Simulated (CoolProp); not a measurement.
Vapour-liquid equilibrium of n-pentane (1) + acetone (2) at 307.1 K; x and y are mole fractions of (1).

Model: multi-fluid Helmholtz-energy mixture model, Thol 2019 and Lemmon 2006; pair parameters Bell 2016, in CoolProp.

```tsv
x	bubble pressure, mixture model (MPa)	bubble pressure, Raoult's law (MPa)	y, mixture model	y, Raoult's law
0.05	0.06178	0.04709	0.304	0.100
0.125	0.07921	0.05081	0.486	0.232
0.2	0.08987	0.05453	0.568	0.346
0.275	0.09632	0.05825	0.612	0.445
0.35	0.1002	0.06198	0.640	0.532
0.425	0.1026	0.06570	0.660	0.610
0.5	0.1042	0.06942	0.676	0.679
0.575	0.1053	0.07314	0.690	0.741
0.65	0.1061	0.07686	0.708	0.797
0.725	0.1064	0.08059	0.730	0.848
0.8	0.1061	0.08431	0.764	0.894
0.875	0.1043	0.08803	0.815	0.937
0.95	0.09981	0.09175	0.903	0.976
```

The largest gap from Raoult's law is +65.4 % in bubble pressure, at x = 0.275. y crosses x between x = 0.725 and 0.8: the model has an azeotrope there.

Pair parameters are fitted to limited data, so mixtures are less certain than the pure fluids. With so large a gap from Raoult's law the liquid may split in two, which this calculation doesn't test in full.
